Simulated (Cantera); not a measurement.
Charge: 1 mol Si3N4, 0.033 mol O2, 940 mol H2, equilibrated at 1.00 Torr.

Equilibrium computed with Cantera from the NASA thermochemical tables; the gas is ideal and each condensed phase is pure. Candidate condensed phases: H2O, Si, SiO2, Si2N2O, Si3N4; 35 gas species. Mutual solubility and eutectic melting of coexisting phases are not modelled. Gases not in the tables: Si2H6 and higher silanes. The numbers say what is thermodynamically allowed, not how fast it happens.

x: gas mole fraction; n: condensed amount in mol.

```tsv
T (°C)	x H2	x H	x Si	x N2	x SiH	x SiO	n Si2N2O(s)	n Si3N4(s)	n Si(s)	n Si(l)
850	1.000	1.17e-6	8.27e-12	2.34e-5	7.67e-12	1.19e-9	0.0660	0.956	0	0
950	1.000	?	?	?	?	?	0.0658	0.947	?	0
1050	0.999	4.34e-5	6.65e-8	0.000677	1.78e-8	4.87e-6	0.0614	0.651	0.920	0
1150	0.998	0.000182	1.15e-6	0.00212	1.87e-7	7.01e-5	0	0	2.93	0
1250	0.997	?	?	0.00212	?	7.00e-5	0	0	2.92	0
1350	0.996	0.00189	0.000117	0.00212	8.58e-6	7.00e-5	0	0	2.81	0
1450	0.992	0.00497	0.000738	0.00212	3.86e-5	6.98e-5	0	0	0	2.17
1550	0.983	0.0118	0.00289	0.00210	0.000112	6.94e-5	0	0	0	0
1650	0.969	0.0254	0.00295	0.00209	8.67e-5	6.90e-5	0	0	0	0
1750	0.944	0.0505	0.00295	0.00206	6.72e-5	6.81e-5	0	0	0	0
1850	0.902	0.0933	0.00290	0.00202	5.20e-5	6.66e-5	0	0	0	0
```

Problem. What belongs in the gaps?

Solution. 
- 950, x H: 8.23e-6
- 950, x Si: 2.41e-9
- 950, x N2: 4.30e-5
- 950, x SiH: 1.14e-9
- 950, x SiO: 1.62e-7
- 950, n Si(s): 0.0276
- 1250, x H: 0.000632
- 1250, x Si: 1.35e-5
- 1250, x SiH: 1.44e-6
